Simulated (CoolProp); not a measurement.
A single-stage vapour-compression cycle with R142b: evaporating at 254.15 K (dew point), condensing at 292.15 K (bubble point), superheat 5 K, subcooling 0 K, compressor efficiency 0.9, no pressure losses. Each further row changes one setting.

Values from CoolProp's reference Helmholtz-energy equation of state, Lemmon 2006. It is a short technical equation, of lower accuracy than the large ones.

| case | cooling COP | pressure ratio | discharge temperature (K) | refrigerating effect (kJ/kg) | volumetric capacity (kJ/m³) |
|---|---|---|---|---|---|
| as stated | 5.24 | 4.20 | 307.7 | 185 | 592 |
| evaporating temperature 259.15 K | 6.26 | 3.38 | 305.7 | 188 | 738 |
| condensing temperature 287.15 K | [?] | 3.56 | [?] | 191 | 613 |
| subcooling 5 K | 5.42 | 4.20 | 307.7 | 191 | 613 |
| superheat 15 K | 5.24 | 4.20 | 318.1 | 193 | 592 |
| compressor efficiency 0.8 | 4.66 | 4.20 | [?] | 185 | 592 |

### Question
Some entries are withheld; supply them.

### Answer

- condensing temperature 287.15 K, cooling COP: 6.16
- condensing temperature 287.15 K, discharge temperature (K): 301.9
- compressor efficiency 0.8, discharge temperature (K): 312.6
